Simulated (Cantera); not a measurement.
**Premixed flame**

A freely propagating, adiabatic, planar premixed flame of 9.25 % CH4, 19.1 % O2, 71.7 % N2, equivalence ratio 0.97, unburnt at 423 K and 0.880 bar; mixture-averaged transport, grid criteria slope 0.08 and curve 0.16, no radiation.

Cantera simulation using GRI-Mech 3.0 (53 species, 325 reactions); the numbers are that mechanism's predictions, not measurements. Burning velocities carry a grid error of a few per cent, more on coarse grids.

| z (mm) | T (K) | u (m/s) | x CH4 | x O2 | x H2 | x H2O2 | x O | x HCO |
|---|---|---|---|---|---|---|---|---|
| -1.30 | 423 | 0.698 | 0.0924 | 0.190 | 0.000566 | <1e-8 | <1e-8 | <1e-8 |
| -0.866 | 424 | 0.701 | 0.0922 | 0.190 | 0.00193 | 1.03e-7 | <1e-8 | <1e-8 |
| -0.650 | 430 | 0.711 | 0.0917 | 0.189 | 0.00380 | 6.23e-7 | <1e-8 | <1e-8 |
| -0.433 | 481 | 0.800 | 0.0882 | 0.186 | 0.00792 | 5.13e-6 | 4.45e-8 | <1e-8 |
| -0.217 | 878 | 1.48 | 0.0642 | 0.155 | 0.0152 | 1.67e-5 | 8.14e-6 | 3.51e-7 |
| -0.108 | 1306 | 2.22 | 0.0358 | 0.113 | 0.0189 | 1.04e-5 | 0.000111 | 1.08e-5 |
| 0 | 1705 | 2.92 | 0.00854 | 0.0652 | 0.0193 | 1.20e-6 | 0.000886 | 5.19e-5 |
| 0.108 | 1865 | 3.20 | 0.000588 | 0.0376 | 0.0149 | 3.68e-7 | 0.00297 | 1.67e-5 |
| 0.217 | 1911 | 3.26 | 1.97e-5 | 0.0285 | 0.0125 | 3.03e-7 | 0.00402 | 8.83e-7 |
| 0.433 | 1964 | 3.33 | 3.96e-8 | 0.0236 | 0.0118 | 2.53e-7 | 0.00392 | 4.37e-8 |
| 0.866 | 2031 | 3.43 | <1e-8 | 0.0206 | 0.0108 | 1.93e-7 | 0.00314 | 2.49e-8 |
| 1.73 | 2106 | 3.54 | <1e-8 | 0.0178 | 0.00879 | 1.40e-7 | 0.00216 | 1.27e-8 |
| 3.47 | 2175 | 3.64 | <1e-8 | 0.0149 | 0.00665 | 1.03e-7 | 0.00134 | <1e-8 |
x: mole fraction of selected species; z is measured from the peak of heat release.

| Quantity | Value |
|---|---|
| laminar burning velocity | 69.7 cm/s |
| thermal thickness | 0.433 mm |
| peak x(H2) | 0.0199 |
| peak x(H2O2) | 1.67e-5 |
| peak x(O) | 0.00411 |
| peak x(HCO) | 5.26e-5 |
